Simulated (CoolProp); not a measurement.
Octamethylcyclotetrasiloxane (D4) along the isobar 1810 kPa: density (kg/m³) from the reference equation and from simpler models built on Tc = 586.5 K, pc = 1347 kPa, ω = 0.598; each cubic takes its own stable root.

Computed with CoolProp (reference Helmholtz-energy equation of state, Thol 2015).

```json
[
 {"T (K)": "488.9", "phase": "liquid", "reference": "718.1"},
 {"T (K)": "499", "phase": "liquid", "reference": "702.7"},
 {"T (K)": "509.1", "phase": "liquid", "reference": "686.6"},
 {"T (K)": "519.2", "phase": "liquid", "reference": "669.6"},
 {"T (K)": "529.2", "phase": "liquid", "reference": "651.7"},
 {"T (K)": "539.3", "phase": "liquid", "reference": "632.3"},
 {"T (K)": "549.4", "phase": "liquid", "reference": "611.0"},
 {"T (K)": "559.5", "phase": "liquid", "reference": "587.2"},
 {"T (K)": "569.6", "phase": "liquid", "reference": "559.7"},
 {"T (K)": "579.7", "phase": "liquid", "reference": "526.3"},
 {"T (K)": "589.7", "phase": "supercritical", "reference": "481.8"},
 {"T (K)": "599.8", "phase": "supercritical", "reference": "407.4"},
 {"T (K)": "609.9", "phase": "supercritical", "reference": "290.7"},
 {"T (K)": "620", "phase": "supercritical", "reference": "222.4"}
]
```

How far does each simpler model (van der Waals, Redlich-Kwong, Soave-Redlich-Kwong, Peng-Robinson) lie from the reference over these 14 states: mean and median of the absolute difference, and the worst?


- van der Waals: mean 32.1 %, median 36.7 %, worst -39.1 % at 488.9 K and 1810 kPa
- Redlich-Kwong: mean 16.6 %, median 17.5 %, worst -19.0 % at 569.6 K and 1810 kPa
- Soave-Redlich-Kwong: mean 12.8 %, median 12.0 %, worst -18.9 % at 599.8 K and 1810 kPa
- Peng-Robinson: mean 4.1 %, median 2.4 %, worst -11.8 % at 599.8 K and 1810 kPa
